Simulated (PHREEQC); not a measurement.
Consider water at 25 °C with 0.14 mol/kgw LiCl, 0.0067 mol/kgw NH4HF2, 0.22 mol/kgw KI and 0.0052 mol/kgw MnCl2. Closed to the air; pH follows from the charge balance.

Computed with PHREEQC (ion-association model, wateq4f.dat).

No solid was allowed to form.

What pH, activity of water does the model give?

pH 3.10; activity of water 0.987.

In which forms is F present?

F- 56 %, HF 40 %, HF2- 2.5 %, H2F2 1.2 % of the F.
